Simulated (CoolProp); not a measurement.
Model: reference Helmholtz-energy equation of state, McLinden 2015, in CoolProp.

**Question.** Give the vapour pressure (MPa), liquid density (kg/m³), vapour density (kg/m³), enthalpy of vaporisation (kJ/kg) of saturated the fluoroketone C6F12O (FK-5-1-12) at 354.5, 379.3 K.

**Answer.** 
```tsv
T (K)	p (MPa)	liquid density (kg/m³)	vapour density (kg/m³)	enthalpy of vaporisation (kJ/kg)
354.5	0.275	1410	33.9	77.5
379.3	0.519	1310	65.4	67.8
```
